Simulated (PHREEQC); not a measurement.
Solution A (0.043 mol CuCl2 and 0.0015 mol H2SO4 per kg of water) is mixed with solution B (55 mmol/kgw NaH2PO4, 0.15 mmol/kgw H2SO4 and 0.21 mmol/kgw NiSO4) at 30 °C; shares are by mass of water, 1 kg in all. Oxygen alone is held at its pressure in air (log pO2 = -0.68). The system is closed to CO2. Only these solids could form: Cu(OH)2, Brochantite, Antlerite, Atacamite, Cu3(PO4)2:3H2O, Ni(OH)2, Ni3(PO4)2, Ni4(OH)6SO4, Halite, Mirabilite, Chalcanthite, Morenosite.

Equilibrium calculation in PHREEQC: ion-association model, wateq4f.dat.

| share of solution B | pH | Cu3(PO4)2:3H2O (mol) | H2PO4- (mol/kgw) | Ni+2 (mol/kgw) | Cu+2 (mol/kgw) | CuSO4 (mol/kgw) |
|---|---|---|---|---|---|---|
| 0 | 2.62 | 0 | 0 | 0 | 0.0382 | 0.000715 |
| 0.05 | 2.73 | 0 | 0.00225 | 9.59e-6 | 0.0364 | 0.000684 |
| 0.15 | 2.91 | 0 | 0.00720 | 2.90e-5 | (withheld) | 0.000614 |
| 0.2 | 2.99 | 0 | 0.00981 | 3.88e-5 | 0.0311 | 0.000578 |
| 0.25 | (withheld) | 0 | 0.0125 | 4.87e-5 | 0.0292 | 0.000540 |
| 0.35 | 3.22 | 0 | 0.0179 | 6.86e-5 | 0.0256 | 0.000464 |
| 0.4 | 3.29 | 0 | 0.0207 | 7.87e-5 | 0.0237 | 0.000426 |
| 0.45 | 3.36 | 0 | 0.0235 | 8.89e-5 | 0.0219 | 0.000388 |
| 0.55 | (withheld) | 9.94e-5 | 0.0286 | 0.000110 | 0.0178 | 0.000309 |
| 0.6 | 3.41 | 0.000147 | 0.0312 | 0.000120 | 0.0157 | 0.000270 |
| 0.65 | 3.43 | 0.000185 | 0.0338 | 0.000131 | (withheld) | 0.000232 |
| 0.75 | 3.50 | 0.000230 | 0.0392 | (withheld) | 0.00960 | 0.000157 |
| 0.8 | 3.56 | 0.000230 | 0.0421 | 0.000163 | 0.00759 | 0.000122 |
| 0.85 | 3.64 | 0.000211 | (withheld) | 0.000174 | 0.00562 | 8.79e-5 |
| 0.95 | 3.96 | (withheld) | 0.0513 | 0.000196 | 0.00185 | (withheld) |
| 1 | 4.28 | 0 | 0.0545 | 0.000207 | 0 | 0 |

Task: What belongs in the gaps?

Result: 
- 0.15, Cu+2 (mol/kgw): 0.0329
- 0.25, pH: 3.07
- 0.55, pH: 3.39
- 0.65, Cu+2 (mol/kgw): 0.0137
- 0.75, Ni+2 (mol/kgw): 0.000152
- 0.85, H2PO4- (mol/kgw): 0.0450
- 0.95, Cu3(PO4)2:3H2O (mol): 8.64e-5
- 0.95, CuSO4 (mol/kgw): 2.68e-5

H3PO4, which wateq4f.dat lacks, is added to it with the constant of phreeqc.dat. The database has no phosphate complexes of Cu, Ni.
